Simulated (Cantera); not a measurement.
Mixture: CH4 : CO : O2 : N2 = 1 : 0.69 : 1.67 : 6.3 (molar parts), equivalence ratio 1.4, at 1.01 bar, adiabatic and at constant pressure. Ignition delay is the time to a rise of 400 K.

Computed with Cantera and GRI-Mech 3.0 (53 species, 325 reactions).

Question: At T0 = 1425 K, what is the delay, and which 5 reactions control it most (d ln τ / d ln k, from doubling and halving each rate constant)?

Answer: The delay is 3.41 ms.
```csv
reaction,d ln τ / d ln k,faster rate
CH3 + O2 <=> CH3O + O,-0.51,shortens it
2 CH3 (+M) <=> C2H6 (+M),0.50,lengthens it
H + O2 <=> O + OH,-0.37,shortens it
CH3 + O2 <=> CH2O + OH,-0.30,shortens it
CH4 + H <=> CH3 + H2,0.29,lengthens it
```
